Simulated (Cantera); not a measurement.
An adiabatic, constant-pressure homogeneous reactor starts with H₂ : O₂ : N₂ : NO = 1 : 0.217 : 0.817 : 0.0043 (molar parts), at 1675 K and 4.10 bar. Integrator tolerance rtol = 1e-08.

Detailed kinetics in Cantera: GRI-Mech 3.0 (53 species, 325 reactions). The hydrogen kinetics of GRI-Mech 3.0 are dated; newer H2 mechanisms differ, most at raised pressure.

### Question
What does this change do: H2 1 to 0.67 parts?

### Answer
```
quantity                                                              before                                    after
---------------------------------  -----------------------------------------  ---------------------------------------
time of steepest temperature rise                                    2.18 µs                                  2.01 µs
temperature at 3.00 s                                                 2919 K                                   3038 K
equilibrium temperature                                               2919 K                                   3038 K
x(H₂) at 3.00 s                          0.291 (gas-phase equilibrium 0.291)      0.153 (gas-phase equilibrium 0.153)
x(O₂) at 3.00 s                    0.000171 (gas-phase equilibrium 0.000171)  0.00177 (gas-phase equilibrium 0.00177)
x(NO) at 3.00 s                    0.000923 (gas-phase equilibrium 0.000923)  0.00378 (gas-phase equilibrium 0.00378)
x(H₂O₂) at 3.00 s                    9.14e-8 (gas-phase equilibrium 9.14e-8)  3.99e-7 (gas-phase equilibrium 3.99e-7)
x(H) at 3.00 s                         0.0329 (gas-phase equilibrium 0.0329)    0.0345 (gas-phase equilibrium 0.0345)
x(N₂) at 3.00 s                          0.440 (gas-phase equilibrium 0.440)      0.530 (gas-phase equilibrium 0.530)
x(HO₂) at 3.00 s                     3.75e-7 (gas-phase equilibrium 3.75e-7)  2.87e-6 (gas-phase equilibrium 2.87e-6)
```
Above 3000 K some thermodynamic fits are extrapolated.
